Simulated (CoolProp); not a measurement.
Properties of decamethyltetrasiloxane (MD2M) along the isotherm 441.6 K (Tc = 599.4 K, pc = 1.144 MPa, ω = 0.635).

Values from CoolProp's reference Helmholtz-energy equation of state, Thol 2017.

```
p (MPa)   phase  cv (kJ/(kg K))  speed of sound (m/s)  Joule-Thomson coefficient (K/MPa)  isothermal compressibility (1/MPa)  fugacity coefficient
-------  ------  --------------  --------------------  ---------------------------------  ----------------------------------  --------------------
0.00543     gas           1.714                 109.1                              18.75                               185.0                0.9956
0.00819     gas           1.714                 108.8                              18.86                               122.9                0.9933
0.0123      gas           1.714                 108.5                              19.01                               82.14                0.9900
0.0186      gas           1.715                 107.9                              19.25                               54.62                0.9848
0.0281      gas           1.715                 107.0                              19.63                               36.47                0.9771
0.0424      gas           1.716                 105.7                              20.25                               24.50                0.9654
0.064    liquid           1.781                 504.2                            -0.1788                            0.006501                0.7705
0.0965   liquid           1.781                 504.8                            -0.1796                            0.006484                0.5130
0.146    liquid           1.781                 505.7                            -0.1808                            0.006458                0.3411
0.22     liquid           1.781                 507.0                            -0.1826                            0.006420                0.2284
0.331    liquid           1.781                 509.0                            -0.1852                            0.006363                0.1539
0.5      liquid           1.781                 512.0                            -0.1891                            0.006279                0.1040
0.754    liquid           1.781                 516.4                            -0.1948                            0.006158               0.07108
1.14     liquid           1.781                 523.0                            -0.2030                            0.005984               0.04925
1.72     liquid           1.781                 532.5                            -0.2143                            0.005743               0.03500
```
